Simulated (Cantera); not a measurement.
# Ignition delay

Mixture: CH4 : O2 : N2 : H2 = 1 : 1.82 : 6.84 : 0.037 (molar parts), equivalence ratio 1.1, at 6750 Torr, adiabatic and at constant pressure. Ignition delay is the time to a rise of 400 K.

Computed with Cantera and GRI-Mech 3.0 (53 species, 325 reactions).

```csv
T0 (K),delay (ms)
1275,1.57
1375,0.583
1475,0.226
1575,0.0925
1675,0.0407
1775,0.0195
1875,0.0102
1975,0.00576
2075,0.00350
```

- apparent activation energy between 1875 and 2075 K: 170 kJ/mol
